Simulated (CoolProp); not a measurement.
Vapour-liquid equilibrium of R125 (1) + propylene (2) at 13.25 °C; x and y are mole fractions of (1).

Computed with CoolProp (multi-fluid Helmholtz-energy mixture model, Lemmon 2005 and Lemmon 2013; pair parameters Bell 2016).

| x | bubble pressure (kPa) | y at the bubble point | dew pressure at overall composition x (kPa) | liquid density (mol/L) |
|---|---|---|---|---|
| 0.05 | 919.3 | 0.106 | 882.6 | 12.31 |
| 0.15 | 1020 | 0.251 | 949.5 | 11.97 |
| 0.25 | 1086 | 0.351 | 1019 | 11.65 |
| 0.35 | 1129 | 0.428 | 1086 | 11.37 |
| 0.45 | 1154 | 0.496 | 1139 | 11.12 |
| 0.55 | 1165 | 0.560 | 1164 | 10.92 |
| 0.65 | 1162 | 0.628 | 1158 | 10.75 |
| 0.75 | 1144 | 0.705 | 1127 | 10.63 |
| 0.85 | 1105 | 0.799 | 1080 | 10.54 |
| 0.95 | 1042 | 0.921 | 1026 | 10.48 |

y crosses x between x = 0.55 and 0.65: the model has an azeotrope there.

Pair parameters are fitted to limited data, so mixtures are less certain than the pure fluids.
